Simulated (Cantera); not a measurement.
A freely propagating, adiabatic, planar premixed flame of 11.9 % CH4, 17.0 % O2, 64.0 % N2, 7.03 % CO2, equivalence ratio 1.4, unburnt at 475 K and 45000 Pa; mixture-averaged transport, grid criteria slope 0.08 and curve 0.16, no radiation.

Computed with Cantera and GRI-Mech 3.0 (53 species, 325 reactions). Burning velocities carry a grid error of a few per cent, more on coarse grids.

x: mole fraction of selected species; z is measured from the peak of heat release.

```
z (mm)  T (K)  u (m/s)     x CH4      x O2   x CO2   x CH2CO     x H2      x CO
------  -----  -------  --------  --------  ------  --------  -------  --------
-4.41     476    0.346     0.119     0.170  0.0701     <1e-8  0.00359   2.12e-5
-2.94     482    0.352     0.117     0.169  0.0697   9.92e-8  0.00862  0.000205
-2.21     503    0.370     0.115     0.166  0.0694   7.15e-7   0.0141  0.000917
-1.47     [?]    0.463     0.104     0.156  0.0689   9.47e-6   0.0234   0.00580
-0.735    [?]    0.801    0.0677     0.112  0.0707   9.90e-5   0.0358    0.0291
-0.368    [?]     1.08    0.0363    0.0712  0.0743  0.000225   0.0419    0.0530
0        1719     1.34   0.00924    0.0289  0.0796  0.000165   0.0446    0.0782
0.368    1853     1.45  0.000959   0.00769  0.0842   2.23e-5   0.0423    0.0880
0.735    1883     1.47   7.30e-5   0.00195  0.0875   2.19e-6   0.0406    0.0878
1.47     1895     1.48   7.95e-7  0.000416  0.0899   7.25e-8   0.0404    0.0863
2.94     1906     1.48     <1e-8  0.000247  0.0903     <1e-8   0.0406    0.0860
5.88     1919     1.49     <1e-8  0.000146  0.0901     <1e-8   0.0407    0.0863
11.8     1931     1.50     <1e-8   6.62e-5  0.0898     <1e-8   0.0407    0.0867
```

Question: Fill in the missing entries.

Answer: 
- -1.47, T (K): 623
- -0.735, T (K): 1055
- -0.368, T (K): 1407
